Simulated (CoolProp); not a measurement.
Vapour-liquid equilibrium of R1234ze(E) (1) + R227EA (2) at 232.9 K; x and y are mole fractions of (1).

Computed with CoolProp (multi-fluid Helmholtz-energy mixture model, Thol 2016 and Lemmon 2016; pair parameters Bell 2023).

**Question.** Give the bubble pressure and the first vapour's composition at x = 0.2, 0.5, 0.65. Is there an azeotrope?

**Answer.** x = 0.2: 33.06 kPa, y = 0.231; x = 0.5: 34.75 kPa, y = 0.535; x = 0.65: 35.38 kPa, y = 0.675. No azeotrope shows between x = 0.05 and 0.95.

The pair parameters rest on a limited set of measurements; away from them the model extrapolates.
